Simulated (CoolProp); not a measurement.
A simple Rankine cycle with isobutane: condensing at 327.15 K, boiler at 2.17 MPa, turbine inlet 418 K, turbine efficiency 0.75, pump efficiency 0.6, no recuperator. Each further row changes one setting.

Values from CoolProp's reference Helmholtz-energy equation of state, Bücker 2006.

```
case                             thermal efficiency (%)  net work (kJ/kg)  heat in (kJ/kg)  turbine exit temperature (K)  volume ratio over the turbine
-------------------------------  ----------------------  ----------------  ---------------  ----------------------------  -----------------------------
as stated                                           7.5               [?]              453                           [?]                           3.10
turbine inlet 438 K                                 7.4              37.1              504                         408.5                            [?]
condensing temperature 319.15 K                     8.6              40.8              473                         382.0                           3.79
boiler pressure 1.52 MPa                            5.2              24.6              471                         399.1                           2.07
turbine efficiency 0.65                             6.3              28.7              453                         389.2                            [?]
```

### Question
Some entries are withheld; supply them.

### Answer

- as stated, net work (kJ/kg): 33.8
- as stated, turbine exit temperature (K): 386.8
- turbine inlet 438 K, volume ratio over the turbine: 3.03
- turbine efficiency 0.65, volume ratio over the turbine: 3.13
